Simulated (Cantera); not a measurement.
A closed system holds: 1 mol Fe(CO)₅, 0.65 mol H₂, at 1050 K and 75.0 Torr.

Equilibrium computed with Cantera from the NASA thermochemical tables; the gas is ideal and each condensed phase is pure. Candidate condensed phases: C, C₆H₆, C₇H₈, C₈H₁₈, Fe, Fe(CO)₅, FeO, Fe(OH)₂, Fe(OH)₃, Fe₂O₃, Fe₃O₄, H₂O; 114 gas species. Condensed phases not in the tables: cementite and carbon dissolved in iron. Rates play no part.

Base state: CO 0.867, H₂ 0.115, CO₂ 0.0161, H₂O 0.00181, CH₄ 7.59e-5 (mole fractions); condensed: C(graphite) + Fe(α).

Task: What changes in the equilibrium state with this change: temperature from 1050 K to 925 K?

Result: 
```
species            before     after
----------------  -------  --------
CO                  0.867     0.713
CO₂                0.0161     0.153
H₂                  0.115     0.121
H₂O               0.00181    0.0128
CH₄               7.59e-5  0.000331
C(graphite), mol   0.0988     0.801
Fe(α), mol           1.00      1.00
```
